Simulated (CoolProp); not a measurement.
C3F8 (R218) at several states: Z from the reference equation and from simpler models built on Tc = 71.9 °C, pc = 2640 kPa, ω = 0.317; each cubic takes its own stable root.

The numbers come from the reference Helmholtz-energy equation of state, Lemmon 2006 in CoolProp. It is a short technical equation, of lower accuracy than the large ones.

```
T (°C)  p (kPa)          phase  reference
------  -------  -------------  ---------
-26.95     2370         liquid     0.1374
-97.75     1850         liquid     0.1298
-15.15     74.9            gas     0.9731
95.85      3320  supercritical     0.5312
165.25      161            gas     0.9917
30.75       109            gas     0.9786
```

Question: How far does each simpler model (van der Waals, Redlich-Kwong, Peng-Robinson) lie from the reference over these 6 states: mean and median of the absolute difference, and the worst?

Answer: 
- van der Waals: mean 22.2 %, median 6.8 %, worst +61.1 % at -97.75 °C and 1850 kPa
- Redlich-Kwong: mean 4.2 %, median 3.0 %, worst +10.0 % at -26.95 °C and 2370 kPa
- Peng-Robinson: mean 2.3 %, median 0.6 %, worst -7.0 % at -26.95 °C and 2370 kPa
